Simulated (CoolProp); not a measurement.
m-xylene along the isobar 16.2 bar: fugacity coefficient from the reference equation and from simpler models built on Tc = 616.9 K, pc = 35.35 bar, ω = 0.326; each cubic takes its own stable root.

Values from CoolProp's reference Helmholtz-energy equation of state, Zhou 2012.

```
T (K)   phase  reference
-----  ------  ---------
247.3  liquid   1.919e-5
267.9  liquid  0.0001031
288.5  liquid  0.0004187
309.1  liquid   0.001366
329.7  liquid   0.003738
350.3  liquid   0.008877
370.9  liquid    0.01876
391.5  liquid    0.03598
412.1  liquid    0.06362
432.7  liquid     0.1050
```

Problem. How far does each simpler model (van der Waals, Redlich-Kwong, Soave-Redlich-Kwong, Peng-Robinson) lie from the reference over these 10 states: mean and median of the absolute difference, and the worst?

Solution. 
- van der Waals: mean 11493.8 %, median 2043.7 %, worst +69623.8 % at 247.3 K and 16.2 bar
- Redlich-Kwong: mean 273.0 %, median 218.7 %, worst +639.4 % at 247.3 K and 16.2 bar
- Soave-Redlich-Kwong: mean 3.5 %, median 2.8 %, worst -7.8 % at 247.3 K and 16.2 bar
- Peng-Robinson: mean 3.1 %, median 1.2 %, worst +12.2 % at 247.3 K and 16.2 bar
